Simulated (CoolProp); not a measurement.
A single-stage vapour-compression cycle with R141b: evaporating at 277.15 K (dew point), condensing at 315.15 K (bubble point), superheat 8 K, subcooling 0 K, compressor efficiency 0.8, no pressure losses. Each further row changes one setting.

Computed with CoolProp (reference Helmholtz-energy equation of state, Lemmon 2006). It is a short technical equation, of lower accuracy than the large ones.

```
case                              cooling COP  pressure ratio  discharge temperature (K)  refrigerating effect (kJ/kg)  volumetric capacity (kJ/m³)
--------------------------------  -----------  --------------  -------------------------  ----------------------------  ---------------------------
as stated                                 ___            4.22                      336.9                           198                          334
evaporating temperature 282.15 K         6.19            3.40                      334.5                           ___                          415
condensing temperature 310.15 K          6.08             ___                      330.8                           204                          344
subcooling 5 K                            ___            4.22                      336.9                           204                          344
superheat 18 K                           5.20            4.22                      347.6                           206                          334
compressor efficiency 0.7                 ___            4.22                        ___                           198                          334
```

Some entries are withheld; supply them.


- as stated, cooling COP: 5.19
- evaporating temperature 282.15 K, refrigerating effect (kJ/kg): 201
- condensing temperature 310.15 K, pressure ratio: 3.58
- subcooling 5 K, cooling COP: 5.35
- compressor efficiency 0.7, cooling COP: 4.54
- compressor efficiency 0.7, discharge temperature (K): 343.4
